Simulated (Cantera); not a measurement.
A perfectly stirred reactor is fed with NO : N2 = 1 : 0.47 (molar parts), at 0.280 bar; it is held at 2175 K, and followed from long to short residence time.

Model: GRI-Mech 3.0 (53 species, 325 reactions), integrated in Cantera.

```json
[
 {"quantity": "x(NO) at τ = 1.10 s", "before": "0.143", "after": "0.679"},
 {"quantity": "x(O2) at τ = 1.10 s", "before": "0.267", "after": "0.000494"},
 {"quantity": "x(NO2) at τ = 1.10 s", "before": "0.000113", "after": "0.000235"},
 {"quantity": "x(N2) at τ = 1.10 s", "before": "0.587", "after": "0.320"},
 {"quantity": "x(O) at τ = 1.10 s", "before": "0.00228", "after": "2.32e-7"},
 {"quantity": "x(NO) at τ = 36.0 ms", "before": "0.615", "after": "0.680"},
 {"quantity": "x(O2) at τ = 36.0 ms", "before": "0.0320", "after": "5.90e-7"},
 {"quantity": "x(NO2) at τ = 36.0 ms", "before": "0.000185", "after": "2.37e-5"},
 {"quantity": "x(N2) at τ = 36.0 ms", "before": "0.352", "after": "0.320"},
 {"quantity": "x(O) at τ = 36.0 ms", "before": "0.000972", "after": "6.81e-8"}
]
```

### Question
Name the change that produced these shifts.
(A) temperature 2175 to 1450 K
(B) pressure from 0.280 bar to 82.5 Torr
(C) pressure from 0.280 bar to 1.90 bar
(D) temperature 2175 to 2198 K

### Answer
A, temperature 2175 to 1450 K
